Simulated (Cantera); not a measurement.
Feed: 1 mol HI, 0.45 mol O₂, at 101000 Pa.

These are equilibrium values from Cantera (NASA tables, ideal gas, pure condensed phases), not measurements of a reactor. Candidate condensed phases: H₂O, I₂; 12 gas species. The numbers say what is thermodynamically allowed, not how fast it happens.

x: gas mole fraction; nothing condenses.

```json
[
 {"T (K)": "2150", "x I": "0.574", "x H₂O": "0.288", "x O₂": "0.118", "x OH": "0.00594", "x O": "0.000668", "x HI": "0.00638", "x H₂": "0.000690"},
 {"T (K)": "2200", "x I": "0.575", "x H₂O": "0.287", "x O₂": "0.118", "x OH": "0.00728", "x O": "0.000922", "x HI": "0.00670", "x H₂": "0.000947"},
 {"T (K)": "2250", "x I": "0.575", "x H₂O": "0.285", "x O₂": "0.117", "x OH": "0.00883", "x O": "0.00126", "x HI": "0.00702", "x H₂": "0.00128"},
 {"T (K)": "2300", "x I": "0.575", "x H₂O": "0.283", "x O₂": "0.117", "x OH": "…", "x O": "…", "x HI": "0.00734", "x H₂": "…"},
 {"T (K)": "2350", "x I": "0.575", "x H₂O": "0.281", "x O₂": "0.116", "x OH": "0.0127", "x O": "0.00224", "x HI": "0.00764", "x H₂": "0.00225"},
 {"T (K)": "2400", "x I": "0.574", "x H₂O": "0.278", "x O₂": "0.116", "x OH": "0.0150", "x O": "0.00293", "x HI": "0.00794", "x H₂": "0.00292"},
 {"T (K)": "2450", "x I": "0.573", "x H₂O": "0.275", "x O₂": "0.115", "x OH": "0.0175", "x O": "0.00380", "x HI": "0.00822", "x H₂": "0.00375"},
 {"T (K)": "2500", "x I": "0.572", "x H₂O": "0.272", "x O₂": "0.114", "x OH": "0.0204", "x O": "0.00486", "x HI": "0.00849", "x H₂": "0.00475"},
 {"T (K)": "2550", "x I": "0.571", "x H₂O": "0.268", "x O₂": "0.113", "x OH": "0.0236", "x O": "0.00617", "x HI": "0.00874", "x H₂": "0.00596"},
 {"T (K)": "2600", "x I": "0.569", "x H₂O": "0.263", "x O₂": "0.112", "x OH": "…", "x O": "…", "x HI": "0.00897", "x H₂": "…"},
 {"T (K)": "2650", "x I": "0.567", "x H₂O": "0.258", "x O₂": "0.111", "x OH": "0.0307", "x O": "0.00964", "x HI": "0.00917", "x H₂": "0.00907"}
]
```

Task: What belongs in the gaps?

Result: 
- 2300, x OH: 0.0106
- 2300, x O: 0.00169
- 2300, x H₂: 0.00171
- 2600, x OH: 0.0270
- 2600, x O: 0.00775
- 2600, x H₂: 0.00740
